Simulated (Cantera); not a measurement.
Gas mixture: 8.81 % CO, 56.0 % CO2, 35.2 % C3H8, at 400 Pa, frozen composition.

Cantera's kinetic-theory transport with the Lennard-Jones parameters of GRI-Mech 3.0, ideal gas; thermal conductivity in the mixture-averaged form. The composition is frozen, though it would react at the higher temperatures.

One state of this run: ρ (kg/m³) = 0.00186; cp (J/kg/K) = 2298; μ (µPa s) = 35.3; λ (mW/m/K) = 92.5; Pr = 0.876; D (cm²/s) C2H2 = 293; D (cm²/s) H2O = 434; D (cm²/s) OH = 528. D: mixture-averaged diffusion coefficient of that species in the mixture.

### Question
Which value of T (K) does it belong to?
A) 1200
B) 500
C) 1100
D) 900

### Answer
C, 1100
